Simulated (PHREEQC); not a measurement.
A solution holds 0.0084 mol/kgw NaHCO3 and 0.0002 mol/kgw H3BO3, at 13 °C. Closed to the air; pH follows from the charge balance.

Model: ion-association model, wateq4f.dat, run in PHREEQC.

Question: The ionic strength comes out as 0.00844 mol/kgw. What activity coefficients do NaCO3-, Na+, H2BO3-, CO3-2, HCO3- get?

Answer: NaCO3- 0.91, Na+ 0.91, H2BO3- 0.91, CO3-2 0.70, HCO3- 0.91.

No solid was allowed to form. Away from 25 °C the constants follow the database's enthalpies or fits; those with neither stay at their 25 °C values.
